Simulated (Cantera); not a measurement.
What does this Cantera script print?

```python
import numpy as np
import cantera as ct

gas = ct.Solution("h2o2.yaml")
gas.TPX = 1125, 120, {'H2': 0.0074, 'O2': 1, 'N2': 3.2}
inlet = ct.Reservoir(gas, clone=True)

reactor = ct.IdealGasConstPressureReactor(gas, energy="off", clone=False)
exhaust = ct.Reservoir(gas, clone=True)
tau = [0.82, 0.21, 0.055, 0.014, 0.0036, 0.00094, 0.00024][0]
for a, b in ((inlet, reactor), (reactor, exhaust)):
    ct.MassFlowController(a, b, mdot=lambda t: reactor.mass / tau)
net = ct.ReactorNet([reactor])
show = ['H2', 'O2', 'H2O2', 'HO2', 'H2O', 'H']

rows = []
print(f"{'tau/s':>10s}{'T/K':>9s}" + "".join(f"{s:>11s}" for s in show))
for tau in [0.82, 0.21, 0.055, 0.014, 0.0036, 0.00094, 0.00024]:
    net.initial_time = 0.0
    net.advance(30 * tau)
    before = gas.X
    net.advance(40 * tau)
    drift = np.max(np.abs(gas.X - before) / (gas.X + 1e-9))
    rows.append([gas.T, *gas[show].X, drift])
    print(f"{tau:10.3e}{gas.T:9.1f}" + "".join(f"{x:11.3e}" for x in gas[show].X))
```

Output:

```
     tau/s      T/K         H2         O2       H2O2        HO2        H2O          H
 8.200e-01   1125.0  1.791e-04  2.362e-01  1.012e-09  3.623e-08  1.418e-03  1.167e-04
 2.100e-01   1125.0  5.442e-04  2.366e-01  1.642e-09  4.161e-08  1.029e-03  1.137e-04
 5.500e-02   1125.0  1.447e-03  2.374e-01  5.086e-10  3.020e-08  2.414e-04  2.526e-05
 1.400e-02   1125.0  1.759e-03  2.377e-01  9.265e-15  1.064e-10  6.588e-11  3.185e-11
 3.600e-03   1125.0  1.759e-03  2.377e-01  6.252e-16  2.736e-11  2.324e-12  1.326e-11
 9.400e-04   1125.0  1.759e-03  2.377e-01  4.285e-17  7.144e-12  7.017e-14  5.418e-12
 2.400e-04   1125.0  1.759e-03  2.377e-01  2.798e-18  1.824e-12  1.454e-15  1.682e-12
```

Cantera simulation using the H2/O2 subset of GRI-Mech 3.0, which has no nitrogen chemistry; the numbers are that mechanism's predictions, not measurements. Radical loss at walls, strong at low pressure, is not modelled.
